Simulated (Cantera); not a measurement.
Input: 1 mol CsCl, 7.9 mol N₂, 0.36 mol O₂, equilibrated at 1500 K and 28.0 Pa.

Equilibrium computed with Cantera from the NASA thermochemical tables; the gas is ideal and each condensed phase is pure. Equilibrium is a limit: real reactors are often held back by kinetics, nucleation or transport.

| species | before | after |
|---|---|---|
| N₂ | 0.853 | 0.846 |
| CsCl | 0.108 | 0.102 |
| O₂ | 0.0386 | 0.0353 |
| Cl | 9.99e-5 | 0.00491 |
| O | 4.76e-5 | 0.00407 |
| Cs | 9.99e-5 | 0.00491 |
| NO | 0.000546 | 0.00261 |
Gas species are given as mole fractions.

Which change was made?
A. O₂ from 0.36 to 7.5 mol
B. temperature from 1500 K to 2048 K
C. temperature from 1500 K to 1923.15 K
D. temperature from 1500 K to 1823 K

C, temperature from 1500 K to 1923.15 K
